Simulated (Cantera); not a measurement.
A Cantera script and its output.

```python
import numpy as np
import cantera as ct

gas = ct.Solution("h2o2.yaml")
gas.TPX = 1323, 2666, {'H2': 0.021, 'O2': 1, 'N2': 1.5}
reactor = ct.IdealGasConstPressureReactor(gas, energy="off", clone=False)
net = ct.ReactorNet([reactor])
net.rtol, net.atol = 1e-08, 1e-18
show = ['H2', 'O2', 'OH', 'H2O', 'O', 'HO2']
times = np.geomspace(4e-05, 50, 10)

steps = ct.SolutionArray(gas, extra=["t"])
rows = []
print(f"{'t/s':>10s}{'T/K':>9s}{'P/Pa':>11s}" + "".join(f"{s:>11s}" for s in show))
for t in times:
    while net.time < t:
        t_next = net.step()
        steps.append(gas.state, t=t_next)
    rows.append([np.interp(t, steps.t, y) for y in (steps.T, steps.P, *steps(*show).X.T)])
    print(f"{t:10.3e}{rows[-1][0]:9.1f}{rows[-1][1]:11.4g}" + "".join(f"{x:11.3e}" for x in rows[-1][2:]))
rate = np.gradient(steps.T, steps.t)
print("integrator steps:", len(steps.t))
if steps.T.max() > steps.T[0] + 200:
    print(f"time of steepest temperature rise: {steps.t[rate.argmax()]:.4e} s")
gas.TPX = 1323, 2666, {'H2': 0.021, 'O2': 1, 'N2': 1.5}
gas.equilibrate("TP")
print(f"equilibrium (TP): T = {gas.T:.1f} K  " + "  ".join(f"{s} {gas[s].X[0]:.3e}" for s in show))
```

Output:

```
       t/s      T/K       P/Pa         H2         O2         OH        H2O          O        HO2
 4.000e-05   1323.0       2666  8.330e-03  3.967e-01  8.360e-10  7.500e-11  8.624e-10  2.000e-09
 1.903e-04   1323.0       2666  8.330e-03  3.967e-01  9.009e-09  4.198e-09  1.027e-08  9.526e-09
 9.056e-04   1323.0       2666  8.329e-03  3.967e-01  2.983e-07  4.104e-07  3.810e-07  4.625e-08
 4.309e-03   1323.0       2666  6.020e-04  3.898e-01  1.446e-03  6.627e-03  5.726e-03  1.142e-06
 2.050e-02   1323.0       2666  5.693e-05  3.898e-01  8.236e-04  7.661e-03  5.802e-03  7.936e-07
 9.755e-02   1323.0       2666  3.034e-05  3.918e-01  6.027e-04  7.940e-03  3.005e-03  5.919e-07
 4.642e-01   1323.0       2666  5.495e-06  3.937e-01  2.575e-04  8.222e-03  5.305e-04  2.252e-07
 2.209e+00   1323.0       2666  4.521e-07  3.941e-01  7.423e-05  8.327e-03  4.340e-05  3.677e-08
 1.051e+01   1323.0       2666  4.327e-08  3.941e-01  2.305e-05  8.353e-03  4.168e-06  8.319e-09
 5.000e+01   1323.0       2666  1.132e-08  3.941e-01  1.181e-05  8.359e-03  1.094e-06  8.560e-09
integrator steps: 1776
equilibrium (TP): T = 1323.0 K  H2 1.064e-08  O2 3.941e-01  OH 1.146e-05  H2O 8.359e-03  O 1.029e-06  HO2 8.693e-09
```

Detailed kinetics in Cantera: the H2/O2 subset of GRI-Mech 3.0, which has no nitrogen chemistry. Radical loss at walls, strong at low pressure, is not modelled.
